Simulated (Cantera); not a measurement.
Charge: 1 mol Cu2O, a varied amount of C, 0.74 mol N2, held at 1523.15 K and 1.10 bar.

Cantera equilibrium calculation (NASA polynomials, part measured and part estimated; ideal gas, pure solids and liquids). Candidate condensed phases: C, Cu, CuO, Cu2O; 27 gas species. Each liquid is taken as pure. Mutual solubility and eutectic melting of coexisting phases are not modelled. Rates play no part.

### Question
Which condensed phases are stable at each of these points (n(C) (mol)): 0.47, 0.56, 0.68, 0.83, 1, 1.2, 1.5, 1.8, 2.1, 2.6, 3.1, 3.8?

### Answer
```
n(C) (mol)     condensed phases  Cu condensed (%)
----------  -------------------  ----------------
0.47            Cu(l) + Cu2O(l)             100.0
0.56                      Cu(l)             100.0
0.68                      Cu(l)             100.0
0.83                      Cu(l)             100.0
1           C(graphite) + Cu(l)             100.0
1.2         C(graphite) + Cu(l)             100.0
1.5         C(graphite) + Cu(l)             100.0
1.8         C(graphite) + Cu(l)             100.0
2.1         C(graphite) + Cu(l)             100.0
2.6         C(graphite) + Cu(l)             100.0
3.1         C(graphite) + Cu(l)             100.0
3.8         C(graphite) + Cu(l)             100.0
```

At 0.47 mol C the condensed part is Cu(l) + Cu2O(l). From 0.56 mol C to 0.83 mol C the condensed part is Cu(l). From 1 mol C to 3.8 mol C the condensed part is C(graphite) + Cu(l).
